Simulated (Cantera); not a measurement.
An adiabatic, constant-pressure homogeneous reactor starts with C3H8 : O2 : N2 : H2O = 1 : 2.08 : 7.83 : 0.028 (molar parts), equivalence ratio 2.4, at 1073 K and 2400000 Pa.

Detailed kinetics in Cantera: GRI-Mech 3.0 (53 species, 325 reactions). GRI-Mech 3.0 was tuned for natural gas; its chemistry of propane as a main component is partial and can be far from experiment. The pressure lies above the range GRI-Mech 3.0 was tuned for (to about 10 atm).

**Question.** Predict: time of steepest temperature rise; temperature at 0.200 s; equilibrium temperature; x(HCN) at 0.200 s; x(H2O) at 0.200 s; x(H2) at 0.200 s.

**Answer.** 
```
Item                                                                 Value
---------------------------------  ---------------------------------------
time of steepest temperature rise                                  8.64 ms
temperature at 0.200 s                                              2021 K
equilibrium temperature                                             2021 K
x(HCN) at 0.200 s                  7.15e-6 (gas-phase equilibrium 9.98e-6)
x(H2O) at 0.200 s                    0.0667 (gas-phase equilibrium 0.0667)
x(H2) at 0.200 s                       0.204 (gas-phase equilibrium 0.204)
```
